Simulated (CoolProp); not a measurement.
Properties of toluene along the isobar 5.76 MPa.

Model: reference Helmholtz-energy equation of state, Lemmon 2006, in CoolProp. It is a short technical equation, of lower accuracy than the large ones.

```tsv
T (K)	phase	density (kg/m³)	isothermal compressibility (1/MPa)
404.3	liquid	766.4	0.001953
431.2	liquid	738.6	0.002503
458.2	liquid	708.9	0.003310
485.2	liquid	676.7	0.004563
512.1	liquid	641.1	0.006676
539.1	liquid	599.7	0.01075
566.1	liquid	548.8	0.02040
593	supercritical	477.5	0.05567
620	supercritical	324.7	0.4797
```
